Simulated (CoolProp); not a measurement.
The fluid at 187.49 K and 3.48 MPa (gas) is heated at constant pressure to 300.4 K. The same conditions are run with several fluids, on thermodynamics alone (safety and materials aside).

Model: reference Helmholtz-energy equation of state of each fluid (methane: Setzmann 1991; dry air: Lemmon 2000; oxygen: Schmidt 1985), in CoolProp. Blends and air are pseudo-pure fits.

Problem. Rank methane, dry air, oxygen by heat (kJ/kg), highest first.

Solution. methane (319), dry air (126), oxygen (116)

```tsv
fluid	final density (kg/m³)
methane	23.7
dry air	40.7
oxygen	45.5
```

Above 300 K oxygen's equation is extrapolated.
